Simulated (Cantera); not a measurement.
Feed: 1 mol CCl₄, 0.14 mol HCl, 0.39 mol H₂, equilibrated at 0.00133 bar.

Equilibrium computed with Cantera from the NASA thermochemical tables; the gas is ideal and each condensed phase is pure. Candidate condensed phases: C, C₆H₆, C₇H₈, C₈H₁₈; 91 gas species. Rates play no part. All values below are at 1275 K.

Base state: Cl₂ 0.483, HCl 0.329, Cl 0.188 (mole fractions); condensed: C(graphite).

Question: What changes in the equilibrium state with this change: H₂ from 0.39 to 4.3 mol?

Answer: 
```json
[
 {"species": "HCl", "before": "0.329", "after": "0.643"},
 {"species": "H₂", "before": "<1e-9", "after": "0.357"},
 {"species": "Cl", "before": "0.188", "after": "1.84e-5"},
 {"species": "Cl₂", "before": "0.483", "after": "4.64e-9"},
 {"species": "H", "before": "<1e-9", "after": "1.21e-5"},
 {"species": "C(graphite), mol", "before": "1.000", "after": "1.000"}
]
```
